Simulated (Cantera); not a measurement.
Input (Python, Cantera):

```python
import numpy as np
import cantera as ct

gas = ct.Solution("gri30.yaml")
gas.TPX = 1050, 98000, {'CH4': 0.0044, 'O2': 0.016, 'N2': 1.4}
reactor = ct.IdealGasConstPressureReactor(gas, energy="off", clone=False)
net = ct.ReactorNet([reactor])
net.rtol, net.atol = 1e-08, 1e-18
show = ['CH4', 'O2', 'OH', 'H', 'CH2CO', 'H2O']
times = np.geomspace(0.0002, 100, 11)

steps = ct.SolutionArray(gas, extra=["t"])
rows = []
print(f"{'t/s':>10s}{'T/K':>9s}{'P/Pa':>11s}" + "".join(f"{s:>11s}" for s in show))
for t in times:
    while net.time < t:
        t_next = net.step()
        steps.append(gas.state, t=t_next)
    rows.append([np.interp(t, steps.t, y) for y in (steps.T, steps.P, *steps(*show).X.T)])
    print(f"{t:10.3e}{rows[-1][0]:9.1f}{rows[-1][1]:11.4g}" + "".join(f"{x:11.3e}" for x in rows[-1][2:]))
rate = np.gradient(steps.T, steps.t)
print("integrator steps:", len(steps.t))
if steps.T.max() > steps.T[0] + 200:
    print(f"time of steepest temperature rise: {steps.t[rate.argmax()]:.4e} s")
gas.TPX = 1050, 98000, {'CH4': 0.0044, 'O2': 0.016, 'N2': 1.4}
gas.equilibrate("TP")
print(f"equilibrium (TP): T = {gas.T:.1f} K  " + "  ".join(f"{s} {gas[s].X[0]:.3e}" for s in show))
```

It prints:

```
       t/s      T/K       P/Pa        CH4         O2         OH          H      CH2CO        H2O
 2.000e-04   1050.0    9.8e+04  3.098e-03  1.126e-02  1.710e-14  4.134e-14  1.846e-31  1.052e-13
 7.429e-04   1050.0    9.8e+04  3.098e-03  1.126e-02  3.390e-14  5.020e-14  1.191e-28  8.478e-13
 2.759e-03   1050.0    9.8e+04  3.098e-03  1.126e-02  1.001e-13  8.259e-14  7.608e-26  7.959e-12
 1.025e-02   1050.0    9.8e+04  3.098e-03  1.126e-02  3.955e-13  2.087e-13  5.951e-23  1.048e-10
 3.807e-02   1050.0    9.8e+04  3.098e-03  1.126e-02  1.843e-12  7.799e-13  7.247e-20  1.698e-09
 1.414e-01   1050.0    9.8e+04  3.098e-03  1.126e-02  1.135e-11  4.436e-12  2.304e-16  3.552e-08
 5.253e-01   1050.0    9.8e+04  3.097e-03  1.126e-02  2.972e-11  1.220e-11  2.275e-13  5.205e-07
 1.951e+00   1050.0    9.8e+04  3.093e-03  1.126e-02  6.328e-11  4.044e-11  2.354e-11  3.965e-06
 7.248e+00   1050.0    9.8e+04  3.004e-03  1.120e-02  7.509e-10  9.091e-10  3.698e-08  8.181e-05
 2.692e+01   1050.0    9.8e+04  1.190e-17  5.069e-03  8.569e-08  1.153e-12  1.856e-24  6.195e-03
 1.000e+02   1050.0    9.8e+04 -1.333e-26  5.069e-03  5.756e-08  2.468e-13  1.683e-30  6.195e-03
integrator steps: 2842
equilibrium (TP): T = 1050.0 K  CH4 7.001e-43  O2 5.064e-03  OH 2.884e-08  H 4.667e-14  CH2CO 3.309e-50  H2O 6.195e-03
```

Model: GRI-Mech 3.0 (53 species, 325 reactions), integrated in Cantera.
